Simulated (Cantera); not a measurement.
Charge: 1 mol SiF4, 1.8 mol NO, 54 mol N2, equilibrated at 8.00e-5 bar.

These are equilibrium values from Cantera (NASA tables, ideal gas, pure condensed phases), not measurements of a reactor. Candidate condensed phases: Si, SiO2, Si2N2O, Si3N4; 28 gas species. The tables' values for SiF3, SiO2, SiF2 are old estimates; treat these amounts as uncertain. The tables hold silica as quartz up to 1696 K and as liquid above; real silica turns to tridymite and cristobalite and melts near 1996 K. Rates play no part.

x: gas mole fraction; n: condensed amount in mol.

```tsv
T (°C)	x N2	x SiF4	x O2	x O	x F	x NO	n SiO2(β-quartz)
1100	0.966	0.0176	0.0157	8.65e-6	1.48e-6	0.000188	0
1150	0.966	0.0176	0.0157	1.89e-5	3.31e-6	0.000249	0
1200	0.966	0.0176	0.0157	3.91e-5	7.02e-6	0.000324	0
1250	0.966	0.0176	0.0156	7.70e-5	1.41e-5	0.000413	0.000120
1300	0.966	0.0176	0.0155	0.000145	2.73e-5	0.000518	0.000162
1350	0.966	0.0176	0.0154	(withheld)	(withheld)	(withheld)	0
1400	0.966	0.0175	0.0152	0.000461	0.000107	0.000779	0
1450	0.966	0.0175	0.0150	(withheld)	(withheld)	(withheld)	0
1500	0.965	0.0174	0.0146	0.00127	0.000446	0.00110	0
1550	0.964	0.0172	0.0141	0.00200	0.000861	0.00129	0
1600	0.963	0.0169	0.0134	0.00306	0.00161	0.00147	0
1650	0.961	0.0164	0.0124	0.00450	0.00290	0.00165	0
1700	0.958	0.0157	0.0111	0.00638	0.00505	0.00180	0
```

Q: What belongs in the gaps?

A: 
- 1350, x O: 0.000264
- 1350, x F: 5.05e-5
- 1350, x NO: 0.000639
- 1450, x O: 0.000778
- 1450, x F: 0.000223
- 1450, x NO: 0.000934
